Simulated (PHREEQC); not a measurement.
Dissolve 0.27 mol/kgw Cu(NO3)2, 0.00012 mol/kgw HCl and 8.7e-05 mol/kgw Na2SO4 at 20 °C. Closed to the air; pH follows from the charge balance.

All values are PHREEQC results (ion-association model, phreeqc.dat), not measurements.

Each row changes one thing in this solution. Precipitation was switched off in this run.

```json
[
 {"case": "as made", "pH": "3.91", "SO4-2 (mol/kgw)": "3.27e-5", "HSO4- (mol/kgw)": "7.81e-8", "NaSO4- (mol/kgw)": "5.11e-9"},
 {"case": "Cu(NO3)2 replaced by LiNO3 at the same molality", "pH": "(withheld)", "SO4-2 (mol/kgw)": "6.58e-5", "HSO4- (mol/kgw)": "1.94e-7", "NaSO4- (mol/kgw)": "1.48e-8"},
 {"case": "Cu(NO3)2 from 0.27 to 0.054 mol/kgw", "pH": "(withheld)", "SO4-2 (mol/kgw)": "4.05e-5", "HSO4- (mol/kgw)": "1.53e-7", "NaSO4- (mol/kgw)": "1.09e-8"},
 {"case": "HCl left out", "pH": "(withheld)", "SO4-2 (mol/kgw)": "3.27e-5", "HSO4- (mol/kgw)": "4.90e-8", "NaSO4- (mol/kgw)": "5.11e-9"},
 {"case": "Cu(NO3)2 left out", "pH": "3.93", "SO4-2 (mol/kgw)": "8.61e-5", "HSO4- (mol/kgw)": "8.22e-7", "NaSO4- (mol/kgw)": "6.66e-8"},
 {"case": "HCl from 0.00012 to 0.00024 mol/kgw", "pH": "3.71", "SO4-2 (mol/kgw)": "3.27e-5", "HSO4- (mol/kgw)": "1.24e-7", "NaSO4- (mol/kgw)": "5.11e-9"},
 {"case": "Cu(NO3)2 from 0.27 to 0.243 mol/kgw", "pH": "3.92", "SO4-2 (mol/kgw)": "3.30e-5", "HSO4- (mol/kgw)": "8.22e-8", "NaSO4- (mol/kgw)": "5.32e-9"}
]
```

Q: Fill in the missing entries.

A: 
- Cu(NO3)2 replaced by LiNO3 at the same molality, pH: 4.03
- Cu(NO3)2 from 0.27 to 0.054 mol/kgw, pH: 3.99
- HCl left out, pH: 4.11

The ionic strength passes 0.7 mol/kgw, the rough limit of the ion-association models, in as made; HCl left out; HCl from 0.00012 to 0.00024 mol/kgw; Cu(NO3)2 from 0.27 to 0.243 mol/kgw.
